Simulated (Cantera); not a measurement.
# Premixed flame

A freely propagating, adiabatic, planar premixed flame of CH₄ : O₂ : N₂ = 1 : 2.33 : 8.74 (molar parts), equivalence ratio 0.86, unburnt at 548 K and 13300 Pa; mixture-averaged transport, grid criteria slope 0.08 and curve 0.16, no radiation.

Cantera simulation using GRI-Mech 3.0 (53 species, 325 reactions); the numbers are that mechanism's predictions, not measurements. Burning velocities carry a grid error of a few per cent, more on coarse grids.

```json
[
 {"z (mm)": "-6.30", "T (K)": "548", "u (m/s)": "1.49", "x CH₄": "0.0828", "x O₂": "0.193", "x C₂H₆": "<1e-8", "x H₂O": "5.59e-6", "x CH₂CO": "<1e-8", "x CH₂O": "4.05e-8"},
 {"z (mm)": "-4.20", "T (K)": "549", "u (m/s)": "1.50", "x CH₄": "0.0827", "x O₂": "0.193", "x C₂H₆": "3.20e-7", "x H₂O": "8.61e-5", "x CH₂CO": "<1e-8", "x CH₂O": "1.06e-6"},
 {"z (mm)": "-3.15", "T (K)": "551", "u (m/s)": "1.51", "x CH₄": "0.0823", "x O₂": "0.192", "x C₂H₆": "2.84e-6", "x H₂O": "0.000467", "x CH₂CO": "<1e-8", "x CH₂O": "6.62e-6"},
 {"z (mm)": "-2.10", "T (K)": "585", "u (m/s)": "1.60", "x CH₄": "0.0801", "x O₂": "0.190", "x C₂H₆": "5.33e-5", "x H₂O": "0.00441", "x CH₂CO": "7.72e-8", "x CH₂O": "4.80e-5"},
 {"z (mm)": "-1.05", "T (K)": "872", "u (m/s)": "2.43", "x CH₄": "0.0618", "x O₂": "0.168", "x C₂H₆": "0.000619", "x H₂O": "0.0348", "x CH₂CO": "5.75e-6", "x CH₂O": "0.000341"},
 {"z (mm)": "-0.525", "T (K)": "1238", "u (m/s)": "3.48", "x CH₄": "0.0357", "x O₂": "0.132", "x C₂H₆": "0.000620", "x H₂O": "0.0730", "x CH₂CO": "3.51e-5", "x CH₂O": "0.000853"},
 {"z (mm)": "0", "T (K)": "1601", "u (m/s)": "4.55", "x CH₄": "0.00982", "x O₂": "0.0880", "x C₂H₆": "5.98e-5", "x H₂O": "0.113", "x CH₂CO": "5.60e-5", "x CH₂O": "0.000751"},
 {"z (mm)": "0.525", "T (K)": "1752", "u (m/s)": "4.99", "x CH₄": "0.00105", "x O₂": "0.0604", "x C₂H₆": "4.40e-7", "x H₂O": "0.133", "x CH₂CO": "1.33e-5", "x CH₂O": "0.000155"},
 {"z (mm)": "1.05", "T (K)": "1784", "u (m/s)": "5.07", "x CH₄": "6.09e-5", "x O₂": "0.0496", "x C₂H₆": "<1e-8", "x H₂O": "0.138", "x CH₂CO": "8.51e-7", "x CH₂O": "1.06e-5"},
 {"z (mm)": "2.10", "T (K)": "1808", "u (m/s)": "5.12", "x CH₄": "1.56e-7", "x O₂": "0.0437", "x C₂H₆": "<1e-8", "x H₂O": "0.137", "x CH₂CO": "<1e-8", "x CH₂O": "2.86e-8"},
 {"z (mm)": "4.20", "T (K)": "1838", "u (m/s)": "5.18", "x CH₄": "<1e-8", "x O₂": "0.0410", "x C₂H₆": "<1e-8", "x H₂O": "0.136", "x CH₂CO": "<1e-8", "x CH₂O": "<1e-8"},
 {"z (mm)": "8.39", "T (K)": "1877", "u (m/s)": "5.28", "x CH₄": "<1e-8", "x O₂": "0.0396", "x C₂H₆": "<1e-8", "x H₂O": "0.138", "x CH₂CO": "<1e-8", "x CH₂O": "<1e-8"},
 {"z (mm)": "16.8", "T (K)": "1935", "u (m/s)": "5.42", "x CH₄": "<1e-8", "x O₂": "0.0381", "x C₂H₆": "<1e-8", "x H₂O": "0.142", "x CH₂CO": "<1e-8", "x CH₂O": "<1e-8"}
]
```
x: mole fraction of selected species; z is measured from the peak of heat release.

- laminar burning velocity = 149 cm/s
- thermal thickness = 2.10 mm
- peak x(C₂H₆) = 0.000778
- peak x(CH₂CO) = 5.95e-5
- peak x(CH₂O) = 0.000953
- grid points = 157
